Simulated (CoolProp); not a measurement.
Sulfur hexafluoride along the isobar 3.91 MPa: density (kg/m³) from the reference equation and from simpler models built on Tc = 45.6 °C, pc = 3.755 MPa, ω = 0.210; each cubic takes its own stable root.

Model: reference Helmholtz-energy equation of state, Guder 2009, in CoolProp.

```tsv
T (°C)	phase	reference
0.75	liquid	1590
35.65	liquid	1271
70.65	supercritical	303.0
105.65	supercritical	229.8
140.55	supercritical	193.5
175.55	supercritical	169.8
210.55	supercritical	152.5
245.45	supercritical	139.1
280.45	supercritical	128.2
315.45	supercritical	119.2
```

Q: How far does each simpler model (van der Waals, Soave-Redlich-Kwong, Peng-Robinson) lie from the reference over these 10 states: mean and median of the absolute difference, and the worst?

A: 
- van der Waals: mean 9.9 %, median 4.2 %, worst -34.1 % at 0.75 °C and 3.91 MPa
- Soave-Redlich-Kwong: mean 2.7 %, median 0.9 %, worst -14.1 % at 35.65 °C and 3.91 MPa
- Peng-Robinson: mean 2.4 %, median 2.0 %, worst +5.3 % at 0.75 °C and 3.91 MPa
